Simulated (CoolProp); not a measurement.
Vapour-liquid equilibrium of carbon dioxide (1) + propylene (2) at -3.05 °C; x and y are mole fractions of (1).

Model: multi-fluid Helmholtz-energy mixture model, Span 1996 and Lemmon 2013; pair parameters Bell 2016, in CoolProp.

```json
[
 {"x": "0.05", "bubble pressure (bar)": "7.375", "y at the bubble point": "0.282", "dew pressure at overall composition x (bar)": "5.608", "liquid density (mol/L)": "13.34"},
 {"x": "0.2", "bubble pressure (bar)": "12.94", "y at the bubble point": "0.611", "dew pressure at overall composition x (bar)": "6.644", "liquid density (mol/L)": "14.13"},
 {"x": "0.35", "bubble pressure (bar)": "17.51", "y at the bubble point": "0.733", "dew pressure at overall composition x (bar)": "8.115", "liquid density (mol/L)": "15.01"},
 {"x": "0.5", "bubble pressure (bar)": "21.26", "y at the bubble point": "0.803", "dew pressure at overall composition x (bar)": "10.36", "liquid density (mol/L)": "16.00"},
 {"x": "0.65", "bubble pressure (bar)": "24.54", "y at the bubble point": "0.857", "dew pressure at overall composition x (bar)": "14.16", "liquid density (mol/L)": "17.17"},
 {"x": "0.8", "bubble pressure (bar)": "27.72", "y at the bubble point": "0.910", "dew pressure at overall composition x (bar)": "21.07", "liquid density (mol/L)": "18.66"},
 {"x": "0.95", "bubble pressure (bar)": "31.00", "y at the bubble point": "0.974", "dew pressure at overall composition x (bar)": "29.85", "liquid density (mol/L)": "20.65"}
]
```

No azeotrope shows between x = 0.05 and 0.95.

The pair parameters rest on a limited set of measurements; away from them the model extrapolates.
